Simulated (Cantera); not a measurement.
# Ignition delay

Mixture: CH4 : O2 : N2 : H2O = 1 : 2.74 : 7.95 : 0.25 (molar parts), at 24000 Torr, adiabatic and at constant volume. Ignition delay is the time to a rise of 400 K.

Model: GRI-Mech 3.0 (53 species, 325 reactions), integrated in Cantera. The pressure lies above the range GRI-Mech 3.0 was tuned for (to about 10 atm).

```json
[
 {"T0 (K)": "1250", "delay (ms)": "0.513"},
 {"T0 (K)": "1350", "delay (ms)": "0.176"},
 {"T0 (K)": "1450", "delay (ms)": "0.0683"},
 {"T0 (K)": "1550", "delay (ms)": "0.0290"},
 {"T0 (K)": "1650", "delay (ms)": "0.0133"},
 {"T0 (K)": "1750", "delay (ms)": "0.00646"},
 {"T0 (K)": "1850", "delay (ms)": "0.00335"},
 {"T0 (K)": "1950", "delay (ms)": "0.00185"},
 {"T0 (K)": "2050", "delay (ms)": "0.00109"},
 {"T0 (K)": "2150", "delay (ms)": "0.000674"}
]
```

```json
{
  "apparent activation energy between 1950 and 2150 K": "180 kJ/mol"
}
```
